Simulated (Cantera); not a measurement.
A Cantera script and what it prints.

```python
import numpy as np
import cantera as ct

gas_names = """
    C CH CH2 CH3 CH2OH CH3O CH4 CH3OH CO CO2 COOH C2 C2H CHCO,ketyl C2H2,acetylene C2H2,vinylidene
    CH2CO,ketene C2H3,vinyl CH3CO,acetyl C2H4 C2H4O,ethylen CH3CHO,ethanal CH3COOH (HCOOH)2 C2H5 C2H6
    CH3OCH3 C2H5OH C2O C3 C3H3,propargyl C3H4,allene C3H4,propyne C3H4,cyclo- C3H5,allyl C3H6,propylene
    C3H6,cyclo- C3H6O C3H7,n-propyl C3H7,i-propyl C3H8 C3H8O,1propanol C3H8O,2propanol C3O2 C4 C4H2
    C4H4,1,3-cyclo- C4H6,butadiene C4H6,2-butyne C4H6,cyclo- C4H8,1-butene C4H8,cis2-buten
    C4H8,tr2-butene C4H8,isobutene C4H8,cyclo- (CH3COOH)2 C4H9,n-butyl C4H9,i-butyl C4H9,s-butyl
    C4H9,t-butyl C4H10,isobutane C4H10,n-butane C5 C5H6,1,3cyclo- C5H8,cyclo- C5H10,1-pentene
    C5H10,cyclo- C5H11,pentyl C5H11,t-pentyl C5H12,n-pentane C5H12,i-pentane CH3C(CH3)2CH3 C6H2
    C6H5,phenyl C6H5O,phenoxy C6H6 C6H5OH,phenol C6H10,cyclo- C6H12,1-hexene C6H12,cyclo- C6H13,n-hexyl
    C7H7,benzyl C7H8 C7H8O,cresol C7H14,1-heptene C7H15,n-heptyl C7H16,n-heptane C8H8,styrene
    C8H10,ethylbenz C8H16,1-octene C8H17,n-octyl C8H18,isooctane C8H18,n-octane C9H19,n-nonyl
    C10H8,naphthale C10H21,n-decyl C12H9,o-bipheny C12H10,bipheny H HCO HO2 H2 HCHO,formaldehy HCOOH H2O
    H2O2 O OH O2 O3 Si SiC SiC2 SiC4H12 SiH SiH2 SiH3 SiH4 SiO SiO2 Si2 Si2C Si3
""".split()
cond_names = """
    C(gr) C6H6(L) C7H8(L) C8H18(L),n-octa H2O(s) H2O(L) Si(cr) Si(L) SiC(b) SiO2(Lqz) SiO2(hqz) SiO2(L)
""".split()


def load(file, names, dense=False):
    # The tables refer to 1 bar. Condensed volumes are neglected.
    table = {s.name: s for s in ct.Species.list_from_file(file)}
    out = []
    for n in names:
        d = dict(table[n].input_data)
        d["thermo"] = dict(d["thermo"], **{"reference-pressure": 1e5})
        if dense:
            d["equation-of-state"] = {"model": "constant-volume", "density": "1e6 g/cm^3"}
        out.append(ct.Species.from_dict(d))
    return out


gas = ct.Solution(thermo="ideal-gas", species=load("nasa_gas.yaml", gas_names))
cond = {s.name: ct.Solution(thermo="fixed-stoichiometry", species=[s], name=s.name)
        for s in load("nasa_condensed.yaml", cond_names, dense=True)}
atoms = {
    'SiO2': {'Si': 1, 'O': 2},
    'C': {'C': 1},
    'H2': {'H': 2},
}
top_T = {'C(gr)': 4500, 'SiC(b)': 3050}  # K; cautious upper limits of use, not melting points


def equilibrate(T, P, feed):
    n = {}
    for name, mol in feed.items():
        for a, k in atoms[name].items():
            n[a] = n.get(a, 0.0) + k * mol
    gas.TPX = T, P, n
    mass = sum(n.values()) * gas.mean_molecular_weight
    gas.equilibrate("TP")
    valid = [c for c in cond.values() if c.min_temp <= T <= top_T.get(c.name, c.max_temp)]
    mix = ct.Mixture([(gas, mass / gas.mean_molecular_weight)] + [(c, 0.0) for c in valid])
    mix.T, mix.P = T, P
    mix.equilibrate("TP", solver="vcs", rtol=1e-11, max_steps=5000)
    return mix


results = []
feed = {'SiO2': 1, 'C': 2.2, 'H2': 0.31}  # mol
P = 100000  # Pa
for T in [1575, 1725, 1875, 2025, 2175, 2325, 2475]:
    mix = equilibrate(T, P, feed)
    results.append((T, P, feed, dict(zip(mix.species_names, mix.species_moles))))

top = {s: max(r[3][s] / sum(r[3][g] for g in gas_names) for r in results) for s in gas_names}
cols = sorted((s for s in top if top[s] > 0.0001), key=lambda s: -top[s])[:6]
seen = [c for c in cond_names if any(r[3].get(c, 0) > 1e-12 for r in results)]
print("log10 of partial pressures in bar; condensed amounts in mol")
print(f"{'T/K':>10s}" + "".join(f"{s[:9]:>10s}" for s in cols + seen))
for T, P, feed, n in results:
    ng = sum(n[g] for g in gas_names)
    print(f"{T:10.4g}" + "".join(f"{np.log10(max(n[s] / ng * P / 1e5, 1e-99)):10.3f}" for s in cols)
          + "".join(f"{n.get(c, 0):10.4g}" for c in seen))
```

It prints:

```
log10 of partial pressures in bar; condensed amounts in mol
       T/K        H2        CO       SiO         H        Si       CH4     C(gr)    SiC(b) SiO2(hqz)   SiO2(L)
      1575    -0.033    -1.152    -3.730    -4.398    -9.257    -2.806     2.164   0.01172    0.9882         0
      1725    -0.308    -0.297    -2.650    -3.885    -7.767    -3.616     1.725    0.1579         0    0.8407
      1875    -0.774    -0.094    -1.591    -3.570    -6.184    -5.100         0    0.7177         0    0.2351
      2025    -0.874    -0.160    -0.762    -3.153    -4.754    -5.850         0    0.6001         0         0
      2175    -0.876    -0.160    -0.762    -2.749    -3.909    -5.942         0    0.5998         0         0
      2325    -0.880    -0.160    -0.764    -2.399    -3.175    -6.025         0    0.5988         0         0
      2475    -0.890    -0.162    -0.769    -2.093    -2.532    -6.106         0    0.5941         0         0
```

Equilibrium computed with Cantera from the NASA thermochemical tables; the gas is ideal and each condensed phase is pure. Mutual solubility and eutectic melting of coexisting phases are not modelled. The tables hold silica as quartz up to 1696 K and as liquid above; real silica turns to tridymite and cristobalite and melts near 1996 K. Gases not in the tables: Si2H6 and higher silanes.
